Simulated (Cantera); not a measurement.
A freely propagating, adiabatic, planar premixed flame of 37.5 % H₂, 13.1 % O₂, 49.4 % N₂, unburnt at 600 K and 5.23 atm; mixture-averaged transport, grid criteria slope 0.08 and curve 0.16, no radiation.

Computed with Cantera and the H2/O2 subset of GRI-Mech 3.0, which has no nitrogen chemistry. The hydrogen kinetics of GRI-Mech 3.0 are dated; newer H2 mechanisms differ, most at raised pressure. Burning velocities carry a grid error of a few per cent, more on coarse grids.

### Question
Predict: laminar burning velocity; thermal thickness; peak x(H₂O₂); peak x(HO₂); peak x(H); peak x(OH).

### Answer
- laminar burning velocity: 909 cm/s
- thermal thickness: 0.0524 mm
- peak x(H₂O₂): 5.91e-5
- peak x(HO₂): 0.000959
- peak x(H): 0.0552
- peak x(OH): 0.0124
